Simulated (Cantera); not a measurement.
**Moist CO burnout**

An isothermal, constant-pressure homogeneous reactor starts with 0.157 % CO, 1.96 % O2, 0.0382 % H2O, 97.8 % N2, equivalence ratio 0.040, at 1423 K and 0.180 bar.

Computed with Cantera and GRI-Mech 3.0 (53 species, 325 reactions).

```csv
t (s),x CO,x O2,x H2O,x N2O,x H2O2
2.00e-5,0.00157,0.0196,0.000382,<1e-12,<1e-12
9.35e-5,0.00157,0.0196,0.000382,<1e-12,<1e-12
0.000437,0.00157,0.0196,0.000382,<1e-12,<1e-12
0.00205,0.00157,0.0196,0.000382,<1e-12,<1e-12
0.00956,0.00157,0.0196,0.000382,1.39e-11,<1e-12
0.0447,0.00142,0.0194,0.000365,2.58e-8,4.06e-10
0.209,3.66e-5,0.0187,0.000355,3.29e-7,8.95e-10
0.978,1.45e-6,0.0188,0.000377,2.14e-7,6.26e-11
4.57,1.24e-7,0.0188,0.000380,2.48e-8,7.64e-12
21.4,4.07e-8,0.0188,0.000381,8.46e-9,2.97e-12
100,3.92e-8,0.0188,0.000381,8.18e-9,2.88e-12
```
x: mole fraction; the columns are a selection and need not sum to one.

Equilibrium at this temperature and pressure: CO 3.94e-8, O2 0.0187, H2O 0.000381, N2O 8.18e-9, H2O2 2.87e-12 (gas phase only).
